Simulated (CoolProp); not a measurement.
Model: reference Helmholtz-energy equation of state, Lemmon 2016, in CoolProp.

### Question
For R365MFC, give the phase and the density (kg/m³), cv (kJ/(kg K)) at 478.2 K and 8.65 MPa.

### Answer
- 478.2 K and 8.65 MPa: supercritical; density 804, cv 1.32
